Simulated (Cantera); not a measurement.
## Stirred combustor or abatement burner

A perfectly stirred reactor is fed with 2.88 % CH₄, 0.317 % C₂H₆, 0.288 % C₃H₈, 20.3 % O₂, 76.3 % N₂, equivalence ratio 0.41, at 760 Torr; it is adiabatic with a 300 K inlet, and is followed from long to short residence time, starting on the burning branch (τ in s: 0.035, 0.015, 0.0066, 0.0029, 0.0012, 0.00054, 0.00023, 0.0001, 4.4e-05, 1.9e-05).

Detailed kinetics in Cantera: GRI-Mech 3.0 (53 species, 325 reactions).

```tsv
τ (s)	T (K)	x CH₄	x C₂H₆	x C₃H₈	x NO	x CH₂	x CO
0.035	1283	0.000157	4.55e-6	4.18e-6	1.22e-7	2.75e-8	0.00225
0.015	300	0.0288	0.00317	0.00288	<1e-12	<1e-12	<1e-12
0.0066	300	0.0288	0.00317	0.00288	<1e-12	<1e-12	<1e-12
0.0029	300	0.0288	0.00317	0.00288	<1e-12	<1e-12	<1e-12
0.0012	300	0.0288	0.00317	0.00288	<1e-12	<1e-12	<1e-12
0.00054	300	0.0288	0.00317	0.00288	<1e-12	<1e-12	<1e-12
0.00023	300	0.0288	0.00317	0.00288	<1e-12	<1e-12	<1e-12
0.00010	300	0.0288	0.00317	0.00288	<1e-12	<1e-12	<1e-12
4.4e-5	300	0.0288	0.00317	0.00288	<1e-12	<1e-12	<1e-12
1.9e-5	300	0.0288	0.00317	0.00288	<1e-12	<1e-12	<1e-12
```
x: mole fraction; the columns are a selection and need not sum to one.
